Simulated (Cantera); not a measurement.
A closed system holds: 1 mol Si3N4, 0.0038 mol H2O, 470 mol H2, 0.46 mol N2O, equilibrated at 0.133 bar.

Method: chemical equilibrium by Gibbs-energy minimisation in Cantera with the NASA 1993 tables (ideal gas, pure condensed phases). Candidate condensed phases: H2O, Si, SiO2, Si2N2O, Si3N4; 35 gas species. Mutual solubility and eutectic melting of coexisting phases are not modelled. Gases not in the tables: Si2H6 and higher silanes. Kinetics and transport are ignored.

Which condensed phases are stable at each of these points (T (K)): 1123, 1198, 1273, 1348, 1423, 1498, 1573, 1648, 1723, 1798, 1873, 1948, 2023?


```
T (K)              condensed phases  Si condensed (%)
-----  ----------------------------  ----------------
1123           Si2N2O(s) + Si3N4(s)             100.0
1198           Si2N2O(s) + Si3N4(s)             100.0
1273           Si2N2O(s) + Si3N4(s)             100.0
1348           Si2N2O(s) + Si3N4(s)             100.0
1423           Si2N2O(s) + Si3N4(s)             100.0
1498           Si2N2O(s) + Si3N4(s)              99.9
1573   Si(s) + Si2N2O(s) + Si3N4(s)              99.4
1648              Si(s) + Si2N2O(s)              96.8
1723                          Si(l)              84.1
1798                          Si(l)              83.5
1873                          Si(l)              82.3
1948                          Si(l)              79.6
2023                          Si(l)              74.0
```

From 1123 K to 1498 K the condensed part is Si2N2O(s) + Si3N4(s). At 1573 K the condensed part is Si(s) + Si2N2O(s) + Si3N4(s). At 1648 K the condensed part is Si(s) + Si2N2O(s). From 1723 K to 2023 K the condensed part is Si(l).
